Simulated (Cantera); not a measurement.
## SiCl4 + HCl + H2 (chlorosilane synthesis and conversion)

Feed: 1 mol SiCl4, 0.53 mol HCl, a varied amount of H2, held at 975 K and 0.160 bar.

Cantera equilibrium calculation (NASA polynomials, part measured and part estimated; ideal gas, pure solids and liquids). Candidate condensed phases: Si; 19 gas species. The tables' values for SiCl3 are old estimates; treat these amounts as uncertain. Equilibrium is a limit: real reactors are often held back by kinetics, nucleation or transport.

```csv
n(H2) (mol),log p H2,log p SiCl4,log p HCl,log p SiHCl3,log p SiCl3,log p SiH2Cl2,log p SiCl2
0.38,-1.50,-1.08,-1.35,-3.47,-4.63,-6.85,-6.72
0.51,-1.40,-1.11,-1.38,-3.38,-4.58,-6.63,-6.60
0.69,-1.31,-1.15,-1.41,-3.28,-4.53,-6.40,-6.47
0.93,-1.22,-1.19,-1.45,-3.20,-4.49,-6.19,-6.34
1.2,-1.16,-1.24,-1.50,-3.14,-4.46,-6.02,-6.24
1.7,-1.08,-1.31,-1.57,-3.07,-4.43,-5.80,-6.10
2.3,-1.02,-1.39,-1.64,-3.02,-4.41,-5.63,-5.98
3,-0.98,-1.47,-1.70,-2.98,-4.40,-5.48,-5.88
4.1,-0.94,-1.56,-1.79,-2.96,-4.39,-5.33,-5.76
5.5,-0.91,-1.67,-1.88,-2.94,-4.39,-5.19,-5.66
7.4,-0.88,-1.78,-1.97,-2.93,-4.39,-5.07,-5.56
9.9,-0.86,-1.89,-2.06,-2.94,-4.41,-4.96,-5.47
```
log p: log10 of the partial pressure in bar; nothing condenses.

From 0.38 mol H2 to 9.9 mol H2 nothing is condensed. The main Si-bearing gas is SiCl4 throughout.
